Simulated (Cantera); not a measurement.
What does this Cantera script print?

```python
import numpy as np
import cantera as ct

gas = ct.Solution("SiF4_NH3_mec.yaml", "gas")
gas.TPX = 2000, 30000, {'NH3': 1, 'N2': 14}
inlet = ct.Reservoir(gas, clone=True)

reactor = ct.IdealGasConstPressureReactor(gas, energy="off", clone=False)
exhaust = ct.Reservoir(gas, clone=True)
tau = [3.1, 1.1, 0.4, 0.14, 0.052, 0.019, 0.0067][0]
for a, b in ((inlet, reactor), (reactor, exhaust)):
    ct.MassFlowController(a, b, mdot=lambda t: reactor.mass / tau)
net = ct.ReactorNet([reactor])
show = ['NH3', 'NH2', 'N2', 'H', 'N2H2']

rows = []
print(f"{'tau/s':>10s}{'T/K':>9s}" + "".join(f"{s:>11s}" for s in show))
for tau in [3.1, 1.1, 0.4, 0.14, 0.052, 0.019, 0.0067]:
    net.initial_time = 0.0
    net.advance(30 * tau)
    before = gas.X
    net.advance(40 * tau)
    drift = np.max(np.abs(gas.X - before) / (gas.X + 1e-9))
    rows.append([gas.T, *gas[show].X, drift])
    print(f"{tau:10.3e}{gas.T:9.1f}" + "".join(f"{x:11.3e}" for x in gas[show].X))
```

Result:

```
     tau/s      T/K        NH3        NH2         N2          H       N2H2
 3.100e+00   2000.0  2.700e-03  2.502e-05  9.072e-01  2.866e-04  1.010e-08
 1.100e+00   2000.0  6.999e-03  4.890e-05  9.090e-01  2.017e-04  2.972e-08
 4.000e-01   2000.0  1.569e-02  8.726e-05  9.126e-01  1.375e-04  7.584e-08
 1.400e-01   2000.0  3.033e-02  1.425e-04  9.185e-01  8.309e-05  1.651e-07
 5.200e-02   2000.0  4.566e-02  2.003e-04  9.248e-01  4.524e-05  2.703e-07
 1.900e-02   2000.0  5.699e-02  2.569e-04  9.294e-01  2.183e-05  3.533e-07
 6.700e-03   2000.0  6.295e-02  3.046e-04  9.318e-01  9.396e-06  3.780e-07
```

Model: the gas-phase N/H chemistry of the illustrative SiF4/NH3 mechanism in the Surface Chemkin manual (1991), integrated in Cantera. Walls and surfaces, which speed up NH3 decomposition in real reactors, are not modelled.
